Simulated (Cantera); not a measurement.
An adiabatic, constant-volume homogeneous reactor starts with H2 : O2 : N2 = 1 : 0.385 : 1.45 (molar parts), at 1548 K and 10.0 bar. Integrator tolerance rtol = 1e-08.

Model: GRI-Mech 3.0 (53 species, 325 reactions), integrated in Cantera. The hydrogen kinetics of GRI-Mech 3.0 are dated; newer H2 mechanisms differ, most at raised pressure. Above 3000 K some thermodynamic fits are extrapolated.

What does this change do: 0.057 parts H2O added?


```json
[
 {"quantity": "time of steepest temperature rise", "before": "1.21 µs", "after": "1.27 µs"},
 {"quantity": "temperature at 0.200 s", "before": "3274 K", "after": "3242 K"},
 {"quantity": "equilibrium temperature", "before": "3274 K", "after": "3242 K"},
 {"quantity": "x(H2) at 0.200 s", "before": "0.108 (gas-phase equilibrium 0.108)", "after": "0.106 (gas-phase equilibrium 0.106)"},
 {"quantity": "x(O2) at 0.200 s", "before": "0.00341 (gas-phase equilibrium 0.00341)", "after": "0.00336 (gas-phase equilibrium 0.00336)"},
 {"quantity": "x(N2O) at 0.200 s", "before": "1.49e-6 (gas-phase equilibrium 1.49e-6)", "after": "1.40e-6 (gas-phase equilibrium 1.40e-6)"},
 {"quantity": "x(H2O2) at 0.200 s", "before": "1.67e-6 (gas-phase equilibrium 1.67e-6)", "after": "1.69e-6 (gas-phase equilibrium 1.69e-6)"},
 {"quantity": "x(H) at 0.200 s", "before": "0.0259 (gas-phase equilibrium 0.0259)", "after": "0.0237 (gas-phase equilibrium 0.0237)"}
]
```
